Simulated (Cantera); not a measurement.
**Transport properties of process gases**

Gas mixture: 35.9 % CO, 64.1 % CH4, at 101000 Pa, frozen composition.

Cantera's kinetic-theory transport with the Lennard-Jones parameters of GRI-Mech 3.0, ideal gas; thermal conductivity in the multicomponent form.

```csv
T (K),ρ (kg/m³),cp (J/kg/K),μ (µPa s),λ (mW/m/K),Pr,D (cm²/s) H2,D (cm²/s) CH4,D (cm²/s) OH
400,0.620,1795,17.4,43.7,0.716,1.23,0.370,0.536
500,0.496,1991,20.5,57.1,0.716,1.79,0.545,0.786
600,0.413,2198,23.3,71.6,0.715,2.42,0.745,1.07
700,0.354,2397,25.9,86.9,0.715,3.13,0.968,1.39
800,0.310,2579,28.4,102,0.715,3.91,1.21,1.74
900,0.275,2745,30.7,118,0.715,4.76,1.48,2.12
```
D: mixture-averaged diffusion coefficient of that species in the mixture.
